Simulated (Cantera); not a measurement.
Input: 1 mol Al, 2.4 mol I₂, a varied amount of N₂, held at 577 °C and 10.0 mbar.

Method: chemical equilibrium by Gibbs-energy minimisation in Cantera with the NASA 1993 tables (ideal gas, pure condensed phases). Candidate condensed phases: Al, AlI₃, AlN, I₂; 10 gas species. Equilibrium is a limit: real reactors are often held back by kinetics, nucleation or transport.

### Question
At 1.2 mol N₂, list the 4 most abundant gas species with their mole fractions, and the condensed phases.

### Answer
N₂ 0.376, AlI₃ 0.314, I₂ 0.255, I 0.0549. Condensed: gas only.
